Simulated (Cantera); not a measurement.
A closed system holds: 1 mol C2H5OH, 1.1 mol NH3, 0.96 mol H2, held at 2073.15 K and 750 Torr.

Cantera equilibrium calculation (NASA polynomials, part measured and part estimated; ideal gas, pure solids and liquids). Candidate condensed phases: C, C6H6, C7H8, C8H18, H2O; 136 gas species. Equilibrium is a limit: real reactors are often held back by kinetics, nucleation or transport.

Problem. What is the equilibrium state?

Solution. 
- x(H2) = 0.778
- x(CO) = 0.140
- x(N2) = 0.0743
- x(HCN) = 0.00468
- x(H) = 0.00232
- x(C2H2 (acetylene)) = 0.000954
- x(HNC) = 0.000302
- x(CH4) = 0.000213
- x(CH3) = 1.24e-5
- n(C(graphite)) = 0.949 mol
- gas amount = 7.167 mol
